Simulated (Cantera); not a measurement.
Cantera run, input and output.

```python
import numpy as np
import cantera as ct

gas = ct.Solution("gri30.yaml")
gas.TPX = 1650, 101325, {'CH4': 1, 'CO': 0.07, 'O2': 1.85, 'N2': 6.96, 'H2': 0.013}
reactor = ct.IdealGasConstPressureReactor(gas, energy="on", clone=False)
net = ct.ReactorNet([reactor])
net.rtol, net.atol = 1e-08, 1e-16
show = ['CH4', 'CO', 'O2', 'N2O', 'C2H6']
times = np.geomspace(3e-06, 0.9, 14)

steps = ct.SolutionArray(gas, extra=["t"])
rows = []
print(f"{'t/s':>10s}{'T/K':>9s}{'P/Pa':>11s}" + "".join(f"{s:>11s}" for s in show))
for t in times:
    while net.time < t:
        t_next = net.step()
        steps.append(gas.state, t=t_next)
    rows.append([np.interp(t, steps.t, y) for y in (steps.T, steps.P, *steps(*show).X.T)])
    print(f"{t:10.3e}{rows[-1][0]:9.1f}{rows[-1][1]:11.4g}" + "".join(f"{x:11.3e}" for x in rows[-1][2:]))
rate = np.gradient(steps.T, steps.t)
print("integrator steps:", len(steps.t))
if steps.T.max() > steps.T[0] + 200:
    print(f"time of steepest temperature rise: {steps.t[rate.argmax()]:.4e} s")
gas.TPX = 1650, 101325, {'CH4': 1, 'CO': 0.07, 'O2': 1.85, 'N2': 6.96, 'H2': 0.013}
gas.equilibrate("HP")
print(f"equilibrium (HP): T = {gas.T:.1f} K  " + "  ".join(f"{s} {gas[s].X[0]:.3e}" for s in show))
```

Result:

```
       t/s      T/K       P/Pa        CH4         CO         O2        N2O       C2H6
 3.000e-06   1650.0  1.013e+05  1.011e-01  7.076e-03  1.870e-01  4.447e-12  2.187e-10
 7.915e-06   1649.9  1.013e+05  1.011e-01  7.076e-03  1.870e-01  2.282e-11  4.965e-09
 2.088e-05   1649.9  1.013e+05  1.010e-01  7.075e-03  1.870e-01  1.263e-10  1.187e-07
 5.509e-05   1649.8  1.013e+05  1.009e-01  7.074e-03  1.869e-01  6.392e-10  3.580e-06
 1.453e-04   1653.0  1.013e+05  9.917e-02  7.179e-03  1.860e-01  3.263e-09  1.447e-04
 3.834e-04   2664.9  1.013e+05  2.407e-15  5.989e-02  2.055e-02  1.978e-07  2.520e-29
 1.012e-03   2811.1  1.013e+05  6.764e-15  5.691e-02  1.589e-02  4.010e-07  8.344e-29
 2.669e-03   2805.1  1.013e+05  7.302e-15  5.726e-02  1.463e-02  4.474e-07  9.510e-29
 7.041e-03   2804.0  1.013e+05  7.400e-15  5.733e-02  1.442e-02  4.587e-07  9.729e-29
 1.858e-02   2804.0  1.013e+05  7.400e-15  5.733e-02  1.442e-02  4.588e-07  9.730e-29
 4.901e-02   2804.0  1.013e+05  7.400e-15  5.733e-02  1.442e-02  4.588e-07  9.730e-29
 1.293e-01   2804.0  1.013e+05  7.400e-15  5.733e-02  1.442e-02  4.588e-07  9.730e-29
 3.411e-01   2804.0  1.013e+05  7.400e-15  5.733e-02  1.442e-02  4.588e-07  9.730e-29
 9.000e-01   2804.0  1.013e+05  7.400e-15  5.733e-02  1.442e-02  4.588e-07  9.730e-29
integrator steps: 1749
time of steepest temperature rise: 3.0832e-04 s
equilibrium (HP): T = 2804.0 K  CH4 9.595e-15  CO 5.733e-02  O2 1.442e-02  N2O 4.588e-07  C2H6 1.570e-28
```

Detailed kinetics in Cantera: GRI-Mech 3.0 (53 species, 325 reactions).
